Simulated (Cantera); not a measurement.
Feed: 1 mol SiC, 0.0014 mol O₂, 75 mol H₂, equilibrated at 1352 °C and 2.00 Pa.

Equilibrium computed with Cantera from the NASA thermochemical tables; the gas is ideal and each condensed phase is pure. Candidate condensed phases: C, C₆H₆, C₇H₈, C₈H₁₈, H₂O, Si, SiC, SiO₂; 123 gas species. Equilibrium is a limit: real reactors are often held back by kinetics, nucleation or transport.

Base state: H₂ 0.984, H 0.0157, Si 9.85e-5, CO 3.69e-5, C₂H₂ (acetylene) 3.13e-5 (mole fractions); condensed: SiC(s).

Task: What changes in the equilibrium state with this change: temperature from 1352 °C to 1150 °C?

Result: 
```csv
species,before,after
H₂,0.984,0.998
H,0.0157,0.00148
CO,3.69e-5,2.30e-5
Si,9.85e-5,8.54e-6
SiO,1.31e-7,1.43e-5
C₂H₂ (acetylene),3.13e-5,7.72e-9
"SiC(s), mol",0.992,0.998
```
